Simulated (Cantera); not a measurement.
# Metals in furnace atmospheres: Ti + O2 + H2

Charge: 1 mol Ti, 0.0013 mol O2, 110 mol H2, at 51.0 Pa.

These are equilibrium values from Cantera (NASA tables, ideal gas, pure condensed phases), not measurements of a reactor. Candidate condensed phases: H2O, Ti, TiO, TiO2, Ti2O3, Ti3O5, Ti4O7; 12 gas species. Mutual solubility and eutectic melting of coexisting phases are not modelled. TiO: taken at fixed stoichiometry. Condensed phases not in the tables: N, O or C dissolved in the metal. The numbers say what is thermodynamically allowed, not how fast it happens.

From 752 °C to 852 °C the condensed part is Ti(α) + TiO(s). From 952 °C to 1452 °C the condensed part is Ti(β) + TiO(s). From 1552 °C to 1652 °C the condensed part is Ti(β).

```tsv
T (°C)	x H2	x H	x Ti	x TiO	x H2O	n Ti(α)	n TiO(s)	n Ti(β)
752	1.00	1.93e-7	<1e-12	<1e-12	<1e-12	0.997	0.00260	0
852	1.000	1.97e-6	9.20e-12	<1e-12	2.67e-12	0.997	0.00260	0
952	1.000	1.38e-5	5.26e-10	<1e-12	3.37e-11	0	0.00260	0.997
1052	1.000	7.24e-5	1.61e-8	4.16e-11	2.84e-10	0	0.00260	0.997
1152	1.000	0.000302	3.03e-7	1.60e-9	1.73e-9	0	0.00260	0.997
1252	0.999	0.00105	3.86e-6	3.76e-8	8.22e-9	0	0.00259	0.997
1352	0.997	0.00312	3.58e-5	5.89e-7	3.19e-8	0	0.00253	0.993
1452	0.992	0.00819	0.000255	6.62e-6	1.04e-7	0	0.00186	0.969
1552	0.979	0.0193	0.00146	2.33e-5	1.22e-7	0	0	0.835
1652	0.952	0.0413	0.00691	2.29e-5	4.44e-8	0	0	0.216
```
x: gas mole fraction; n: condensed amount in mol.
